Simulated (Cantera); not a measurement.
## Thermodynamics of sublimation and decomposition of ceramics, feed SiC + C + H2

Feed: 1 mol SiC, 0.0096 mol C, 9.9 mol H2, held at 1.40 bar.

Cantera equilibrium calculation (NASA polynomials, part measured and part estimated; ideal gas, pure solids and liquids). Candidate condensed phases: C, C6H6, C7H8, C8H18, Si, SiC; 87 gas species. Gases not in the tables: Si2H6 and higher silanes. Rates play no part.

From 1425 K to 2725 K the condensed part is SiC(s). The main Si-bearing gas is SiH4 at 1425 K and Si at 2725 K.

```csv
T (K),x H2,x H,x Si,x C2H2 (acetylene),x Si2C,x SiH,n SiC(s)
1425,0.999,5.76e-6,3.34e-11,1.20e-7,<1e-12,1.76e-10,1.000
1525,0.999,2.00e-5,3.56e-10,1.11e-6,<1e-12,1.22e-9,1.000
1625,0.999,5.96e-5,2.87e-9,7.63e-6,1.08e-11,6.77e-9,1.000
1725,0.999,0.000157,1.92e-8,3.74e-5,1.34e-10,3.24e-8,1.000
1825,0.999,0.000372,1.19e-7,0.000116,1.44e-9,1.50e-7,1.000
1925,0.998,0.000807,7.29e-7,0.000225,1.44e-8,7.02e-7,1.000
2025,0.998,0.00162,4.19e-6,0.000321,1.27e-7,3.17e-6,1.000
2125,0.996,0.00306,2.13e-5,0.000405,9.58e-7,1.30e-5,0.999
2225,0.994,0.00546,9.18e-5,0.000518,5.86e-6,4.57e-5,0.998
2325,0.989,0.00925,0.000322,0.000756,2.83e-5,0.000133,0.993
2425,0.982,0.0150,0.000930,0.00128,0.000109,0.000324,0.981
2525,0.970,0.0233,0.00230,0.00235,0.000351,0.000683,0.955
2625,0.951,0.0350,0.00513,0.00442,0.000995,0.00131,0.898
2725,0.922,0.0506,0.0106,0.00809,0.00256,0.00232,0.777
```
x: gas mole fraction; n: condensed amount in mol.
